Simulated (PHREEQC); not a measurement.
Reverse-osmosis permeate: speciation

Synthetic water in mg/L, 25 °C, pH 6.15, pe 2:

| constituent | mg/L |
|---|---|
| Na | 6.38 |
| K | 0.341 |
| Ca | 1.37 |
| Mg | 1.22 |
| Cl | 4.17 |
| S(6) as SO4 | 2.61 |
| Alkalinity as HCO3 | 16.6 |
| Li | 0.000404 |
| Zn | 0.0244 |

Valence states are taken as typed.

Computed with PHREEQC (ion-association model, wateq4f.dat).

This is a speciation only: nothing precipitates in the calculation.

### Question
Estimate the charge-balance error.

### Answer
charge-balance error 1.3 %.

### Question
In which forms is C present?

### Answer
CO2 61 %, HCO3- 39 % of the C.

Species that the database lacks are ignored.
